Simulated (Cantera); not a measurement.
A closed system holds: 1 mol AlN, 0.029 mol N2, at 1202 °C and 1.00 bar.

Method: chemical equilibrium by Gibbs-energy minimisation in Cantera with the NASA 1993 tables (ideal gas, pure condensed phases). Candidate condensed phases: Al, AlN; 5 gas species. Equilibrium is a limit: real reactors are often held back by kinetics, nucleation or transport.

Base state: N2 1.00 (mole fractions); condensed: AlN(s).

Q: What changes in the equilibrium state with this change: AlN replaced by MgO?

A: 
| species | before | after |
|---|---|---|
| N2 | 1.00 | 1.00 |
| AlN(s), mol | 1.00 | 0 |
| MgO(s), mol | 0 | 1.00 |
Further candidate phases: Mg, MgO.
